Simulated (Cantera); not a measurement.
Input (Python, Cantera) and output of one run.

```python
import numpy as np
import cantera as ct

gas_names = """
    O2 CL2
""".split()
cond_names = """
    Ca(L) CaCL2(L) CaO(s)
""".split()


def load(file, names, dense=False):
    # The tables refer to 1 bar. Condensed volumes are neglected.
    table = {s.name: s for s in ct.Species.list_from_file(file)}
    out = []
    for n in names:
        d = dict(table[n].input_data)
        d["thermo"] = dict(d["thermo"], **{"reference-pressure": 1e5})
        if dense:
            d["equation-of-state"] = {"model": "constant-volume", "density": "1e6 g/cm^3"}
        out.append(ct.Species.from_dict(d))
    return out


species = {s.name: s for s in load("nasa_gas.yaml", gas_names) + load("nasa_condensed.yaml", cond_names)}
T = 1850
g = {n: (s.thermo.h(T) - T * s.thermo.s(T)) / (ct.gas_constant * T * np.log(10)) for n, s in species.items()}
valid = cond_names  # the entries whose range holds T


def stable(la, lb):
    # potentials (over RT ln 10) of the two non-metals from log10 p(O2) and log10 p(CL2) in bar
    mu = {}
    mu["O"] = (g["O2"] + la) / 2
    mu["Cl"] = (g["CL2"] + lb) / 2
    cost = {}
    for n in valid:
        c = species[n].composition
        cost[n] = (g[n] - sum(c.get(e, 0) * m for e, m in mu.items())) / c["Ca"]
    return min(cost, key=cost.get)


results = []
for lb in [1, -0.9, -2.8, -4.8, -6.7, -8.6, -10.5, -12.5, -14.4, -16.3, -18.2, -20.2, -22.1, -24]:
    row = [stable(la, lb) for la in [-17, -15.9, -14.7, -13.6, -12.5, -11.3, -10.2, -9.1, -7.9, -6.8, -5.7, -4.5, -3.4, -2.3, -1.1, 0]]
    results.append(row)
    print(f"{lb:6.1f}  " + " ".join(f"{valid.index(n):x}" for n in row))
print("key: " + ", ".join(f"{i:x} {n}" for i, n in enumerate(valid)))
```

Result:

```
   1.0  1 1 1 1 1 1 1 1 1 1 1 1 1 1 1 1
  -0.9  1 1 1 1 1 1 1 1 1 1 1 1 1 1 1 1
  -2.8  1 1 1 1 1 1 1 1 1 1 1 1 1 1 1 1
  -4.8  1 1 1 1 1 1 1 1 1 1 1 1 2 2 2 2
  -6.7  1 1 1 1 1 1 1 1 1 2 2 2 2 2 2 2
  -8.6  1 1 1 1 1 2 2 2 2 2 2 2 2 2 2 2
 -10.5  1 1 2 2 2 2 2 2 2 2 2 2 2 2 2 2
 -12.5  2 2 2 2 2 2 2 2 2 2 2 2 2 2 2 2
 -14.4  2 2 2 2 2 2 2 2 2 2 2 2 2 2 2 2
 -16.3  2 2 2 2 2 2 2 2 2 2 2 2 2 2 2 2
 -18.2  2 2 2 2 2 2 2 2 2 2 2 2 2 2 2 2
 -20.2  2 2 2 2 2 2 2 2 2 2 2 2 2 2 2 2
 -22.1  2 2 2 2 2 2 2 2 2 2 2 2 2 2 2 2
 -24.0  2 2 2 2 2 2 2 2 2 2 2 2 2 2 2 2
key: 0 Ca(L), 1 CaCL2(L), 2 CaO(s)
```

Source: NASA polynomial tables (part measured, part estimated), evaluated in Cantera. Not in the tables: oxide halides.
